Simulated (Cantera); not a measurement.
Charge: 1 mol CsOH, 0.087 mol H₂O, 5 mol O₂, equilibrated at 1.33 mbar.

Method: chemical equilibrium by Gibbs-energy minimisation in Cantera with the NASA 1993 tables (ideal gas, pure condensed phases). Candidate condensed phases: Cs, CsOH, H₂O; 15 gas species. Rates play no part. All values below are at 975 K.

Base state: O₂ 0.822, CsOH 0.164, H₂O 0.0143, Cs₂(OH)₂ 0.000351 (mole fractions); condensed: gas only.

Q: What changes in the equilibrium state with this change: pressure from 1.33 mbar to 13.3 mbar?

A: 
```json
[
 {"species": "O₂", "before": "0.822", "after": "0.824"},
 {"species": "CsOH", "before": "0.164", "after": "0.158"},
 {"species": "H₂O", "before": "0.0143", "after": "0.0143"},
 {"species": "Cs₂(OH)₂", "before": "0.000351", "after": "0.00328"}
]
```
